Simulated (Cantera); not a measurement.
Charge: 1 mol Si, 0.36 mol H2O, 30 mol H2, held at 0.00225 Torr.

Method: chemical equilibrium by Gibbs-energy minimisation in Cantera with the NASA 1993 tables (ideal gas, pure condensed phases). Candidate condensed phases: H2O, Si, SiO2; 18 gas species. Kinetics and transport are ignored.

At 1498 K, list the 4 most abundant gas species with their mole fractions, and the condensed phases.

H2 0.975, SiO 0.0116, H 0.00980, Si 0.00335. Condensed: Si(s).
